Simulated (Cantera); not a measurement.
Mixture: 11.5 % CO, 5.17 % H2, 14.1 % O2, 53.1 % N2, 16.1 % H2O, equivalence ratio 0.59, at 1.00 bar, adiabatic and at constant pressure. Ignition delay is the time to a rise of 400 K.

Model: GRI-Mech 3.0 (53 species, 325 reactions), integrated in Cantera. Where the delays flatten at high temperature, the 400 K rule measures the pace of heat release, not the induction time.

Predict: delay at 1025 K; delay at 1125 K; delay at 1225 K; delay at 1325 K.


```json
{
  "delay at 1025 K": "2.81 ms",
  "delay at 1125 K": "0.220 ms",
  "delay at 1225 K": "0.102 ms",
  "delay at 1325 K": "68.5 µs"
}
```
